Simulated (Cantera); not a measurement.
Cantera run:

```python
import numpy as np
import cantera as ct

gas_names = """
    CL CLO CL2 H HCL HOCL HO2 H2 H2O H2O2 O OH O2 O3 Si SiCL SiCL2 SiCL3 SiCL4 SiH SiHCL3 SiH2 SiH2CL2
    SiH3 SiH3CL SiH4 SiO SiO2 Si2 Si3
""".split()
cond_names = """
    H2O(s) H2O(L) Si(cr) Si(L) SiO2(Lqz) SiO2(hqz) SiO2(L)
""".split()


# ... load() reads the species with a 1 bar reference pressure and builds the phases ...
atoms = {
    'SiO2': {'Si': 1, 'O': 2},
    'SiCl4': {'Si': 1, 'CL': 4},
    'HCl': {'H': 1, 'CL': 1},
}
top_T = {}  # K; cautious upper limits of use, not melting points


# ... equilibrate(T, P, feed) seeds the gas with the atoms and calls Mixture.equilibrate('TP', solver="vcs", rtol=1e-11, max_steps=5000) ...
results = []
feed = {'SiO2': 1, 'SiCl4': 2, 'HCl': 97}  # mol
P = 65000  # Pa
for T in [773, 848, 923, 998, 1073, 1148, 1223, 1298, 1373, 1448, 1523, 1598]:
    mix = equilibrate(T, P, feed)
    results.append((T, P, feed, dict(zip(mix.species_names, mix.species_moles))))

top = {s: max(r[3][s] / sum(r[3][g] for g in gas_names) for r in results) for s in gas_names}
cols = sorted((s for s in top if top[s] > 1e-05), key=lambda s: -top[s])[:5]
seen = [c for c in cond_names if any(r[3].get(c, 0) > 1e-12 for r in results)]
print("log10 of partial pressures in bar; condensed amounts in mol")
print(f"{'T/K':>10s}" + "".join(f"{s[:9]:>10s}" for s in cols + seen))
for T, P, feed, n in results:
    ng = sum(n[g] for g in gas_names)
    print(f"{T:10.4g}" + "".join(f"{np.log10(max(n[s] / ng * P / 1e5, 1e-99)):10.3f}" for s in cols)
          + "".join(f"{n.get(c, 0):10.4g}" for c in seen))
```

It prints:

```
log10 of partial pressures in bar; condensed amounts in mol
       T/K       HCL     SiCL4        CL        H2     SiCL3 SiO2(Lqz) SiO2(hqz)
       773    -0.196    -1.882    -8.763    -6.902   -11.742    0.9999         0
       848    -0.196    -1.882    -7.745    -6.338   -10.407         0    0.9999
       923    -0.196    -1.882    -6.893    -5.861    -9.290         0    0.9997
       998    -0.196    -1.882    -6.170    -5.449    -8.340         0    0.9994
      1073    -0.196    -1.881    -5.551    -5.085    -7.520         0     0.999
      1148    -0.196    -1.881    -5.018    -4.756    -6.802         0    0.9985
      1223    -0.196    -1.881    -4.556    -4.454    -6.168         0    0.9977
      1298    -0.196    -1.881    -4.153    -4.173    -5.601         0    0.9967
      1373    -0.196    -1.881    -3.800    -3.911    -5.091         0    0.9955
      1448    -0.196    -1.881    -3.487    -3.668    -4.631         0    0.9941
      1523    -0.197    -1.882    -3.207    -3.443    -4.215         0    0.9924
      1598    -0.197    -1.885    -2.955    -3.236    -3.839         0    0.9904
```

Method: chemical equilibrium by Gibbs-energy minimisation in Cantera with the NASA 1993 tables (ideal gas, pure condensed phases). The tables' values for SiCl3 are old estimates; treat these amounts as uncertain. The tables hold silica as quartz up to 1696 K and as liquid above; real silica turns to tridymite and cristobalite and melts near 1996 K.
